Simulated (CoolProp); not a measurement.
Properties of fluorine along the isotherm 158.5 K.

Values from CoolProp's reference Helmholtz-energy equation of state, de Reuck 1990.

| p (bar) | phase | density (kg/m³) | cp (kJ/(kg K)) | cv (kJ/(kg K)) | expansivity (1/kK) | fugacity coefficient |
|---|---|---|---|---|---|---|
| 1.87 | gas | 5.439 | 0.7833 | 0.5560 | 6.487 | 0.9914 |
| 3.74 | gas | 10.98 | 0.7963 | 0.5600 | 6.674 | 0.9827 |
| 5.61 | gas | 16.62 | 0.8098 | 0.5641 | 6.871 | 0.9741 |
| 7.49 | gas | 22.40 | 0.8239 | 0.5681 | 7.080 | 0.9654 |
| 9.36 | gas | 28.27 | 0.8384 | 0.5721 | 7.298 | 0.9567 |
| 11.2 | gas | 34.16 | [?] | 0.5759 | 7.524 | 0.9482 |
| 13.1 | gas | 40.37 | 0.8694 | 0.5799 | 7.771 | 0.9394 |
| 15 | gas | 46.73 | 0.8862 | 0.5838 | 8.033 | 0.9306 |
| 16.8 | gas | 52.88 | [?] | 0.5876 | 8.295 | 0.9223 |
| 18.7 | gas | 59.53 | 0.9216 | 0.5915 | 8.588 | 0.9136 |
| 20.6 | gas | 66.34 | 0.9412 | 0.5954 | 8.899 | 0.9048 |
| 22.5 | gas | 73.33 | [?] | 0.5994 | 9.230 | 0.8961 |
| 24.3 | gas | 80.12 | 0.9828 | 0.6031 | 9.564 | 0.8878 |
| 26.2 | gas | 87.47 | 1.006 | 0.6071 | 9.939 | 0.8791 |

Question: Some entries are withheld; supply them.

Answer: 
- 11.2, cp (kJ/(kg K)): 0.8533
- 16.8, cp (kJ/(kg K)): 0.9030
- 22.5, cp (kJ/(kg K)): 0.9619
